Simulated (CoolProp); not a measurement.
Model: reference Helmholtz-energy equation of state, de Reuck 1990, in CoolProp.

Question: For fluorine, give the phase and the cv (kJ/(kg K)) at 69.9 K and 1.01 bar; 192.4 K and 1.01 bar.

Answer: 
- 69.9 K and 1.01 bar: liquid; cv 0.862
- 192.4 K and 1.01 bar: gas; cv 0.561
